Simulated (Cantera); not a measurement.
An adiabatic, constant-pressure homogeneous reactor starts with 17.4 % CO, 0.818 % H2, 17.2 % O2, 64.6 % N2, equivalence ratio 0.53, at 1150 K and 0.430 bar.

Computed with Cantera and GRI-Mech 3.0 (53 species, 325 reactions).

Problem. Predict: time of steepest temperature rise; temperature at 0.200 s; equilibrium temperature; x(CO) at 0.200 s; x(H2) at 0.200 s; x(O2) at 0.200 s; x(N2O) at 0.200 s; x(NO) at 0.200 s.

Solution. 
| Quantity | Result |
|---|---|
| time of steepest temperature rise | 0.475 ms |
| temperature at 0.200 s | 2375 K |
| equilibrium temperature | 2374 K |
| x(CO) at 0.200 s | 0.0164 (gas-phase equilibrium 0.0163) |
| x(H2) at 0.200 s | 0.000119 (gas-phase equilibrium 0.000119) |
| x(O2) at 0.200 s | 0.0885 (gas-phase equilibrium 0.0883) |
| x(N2O) at 0.200 s | 3.79e-7 (gas-phase equilibrium 3.82e-7) |
| x(NO) at 0.200 s | 0.0108 (gas-phase equilibrium 0.0112) |
